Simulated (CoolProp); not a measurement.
R113 along the isotherm 495.7 K: density (kg/m³) from the reference equation and from simpler models built on Tc = 487.2 K, pc = 3.392 MPa, ω = 0.253; each cubic takes its own stable root.

The numbers come from the reference Helmholtz-energy equation of state, Marx 1992 in CoolProp.

| p (MPa) | phase | reference |
|---|---|---|
| 0.391 | gas | 18.47 |
| 0.783 | gas | 38.58 |
| 1.17 | gas | 60.38 |
| 1.57 | gas | 85.54 |
| 1.96 | gas | 113.5 |
| 2.35 | gas | 146.4 |
| 2.74 | gas | 187.1 |
| 3.13 | gas | 242.2 |
| 3.52 | supercritical | 335.7 |
| 3.91 | supercritical | 655.2 |
| 4.31 | supercritical | 806.1 |
| 4.7 | supercritical | 860.5 |
| 5.09 | supercritical | 895.5 |

Q: How far does each simpler model (van der Waals, Soave-Redlich-Kwong) lie from the reference over these 13 states: mean and median of the absolute difference, and the worst?

A: 
- van der Waals: mean 9.0 %, median 3.0 %, worst -27.4 % at 495.7 K and 5.09 MPa
- Soave-Redlich-Kwong: mean 5.6 %, median 0.5 %, worst -18.3 % at 495.7 K and 4.31 MPa
